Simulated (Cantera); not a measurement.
## AlN + H2 (sublimation and decomposition of ceramics)

Charge: 1 mol AlN, 1.3 mol H2, equilibrated at 0.133 bar.

Method: chemical equilibrium by Gibbs-energy minimisation in Cantera with the NASA 1993 tables (ideal gas, pure condensed phases). Candidate condensed phases: Al, AlN; 13 gas species. Equilibrium is a limit: real reactors are often held back by kinetics, nucleation or transport.

| T (K) | x H2 | x Al | x N2 | x H | x AlH | n AlN(s) |
|---|---|---|---|---|---|---|
| 1650 | 1.000 | 3.01e-5 | 1.89e-5 | 0.000249 | 7.79e-6 | 1.000 |
| 1750 | 0.999 | 0.000179 | 0.000106 | 0.000637 | 3.41e-5 | 1.000 |
| 1850 | 0.997 | 0.000868 | 0.000497 | 0.00147 | 0.000126 | 0.999 |
| 1950 | 0.991 | 0.00357 | 0.00199 | 0.00313 | 0.000406 | 0.995 |
| 2050 | 0.973 | 0.0127 | 0.00695 | 0.00613 | 0.00115 | 0.981 |
| 2150 | 0.924 | 0.0403 | 0.0216 | 0.0111 | 0.00291 | 0.940 |
| 2250 | 0.800 | 0.115 | 0.0607 | 0.0182 | 0.00643 | 0.806 |
| 2350 | 0.510 | 0.298 | 0.155 | 0.0244 | 0.0113 | 0.234 |
| 2450 | 0.435 | 0.341 | 0.176 | 0.0363 | 0.0103 | 0 |
| 2550 | 0.422 | 0.339 | 0.174 | 0.0555 | 0.00873 | 0 |
| 2650 | 0.403 | 0.336 | 0.172 | 0.0815 | 0.00742 | 0 |
| 2750 | 0.378 | 0.331 | 0.169 | 0.115 | 0.00628 | 0 |
| 2850 | 0.348 | 0.324 | 0.165 | 0.157 | 0.00528 | 0 |
x: gas mole fraction; n: condensed amount in mol.

From 1650 K to 2350 K the condensed part is AlN(s). From 2450 K to 2850 K nothing is condensed. The main Al-bearing gas is Al throughout.
